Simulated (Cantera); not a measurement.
## Equilibrium for hydrogen reduction and annealing atmospheres: V₂O₅ + H₂

Input: 1 mol V₂O₅, 490 mol H₂, equilibrated at 12.0 Torr.

Cantera equilibrium calculation (NASA polynomials, part measured and part estimated; ideal gas, pure solids and liquids). Candidate condensed phases: H₂O, V, VO, V₂O₃, V₂O₄, V₂O₅; 12 gas species. Mutual solubility and eutectic melting of coexisting phases are not modelled. VO: taken at fixed stoichiometry. Condensed phases not in the tables: the oxides between V₂O₃ and V₂O₅ other than VO₂. Kinetics and transport are ignored.

```tsv
T (°C)	x H₂	x H	x H₂O	x VO₂	n V₂O₃(s)	n VO(s)
452	0.996	<1e-12	0.00408	<1e-12	1.00	0
552	0.996	6.26e-11	0.00408	<1e-12	1.00	0
652	0.996	2.05e-9	0.00408	<1e-12	1.00	0
752	0.996	3.44e-8	0.00408	<1e-12	1.00	0
852	0.996	3.51e-7	0.00408	<1e-12	1.00	0
952	0.996	2.46e-6	0.00408	4.59e-12	1.00	0
1052	0.996	1.29e-5	0.00408	1.62e-10	1.00	0
1152	0.996	5.38e-5	0.00408	3.43e-9	1.000	0
1252	0.996	0.000187	0.00417	4.83e-8	0.958	0.0838
1352	0.993	0.000556	0.00612	5.50e-7	0	2.00
1452	0.992	0.00146	0.00611	3.31e-6	0	2.00
1552	0.990	0.00346	0.00609	1.62e-5	0	1.99
1652	0.986	0.00751	0.00603	6.60e-5	0	1.95
```
x: gas mole fraction; n: condensed amount in mol.

From 452 °C to 1152 °C the condensed part is V₂O₃(s). At 1252 °C the condensed part is VO(s) + V₂O₃(s). From 1352 °C to 1652 °C the condensed part is VO(s).
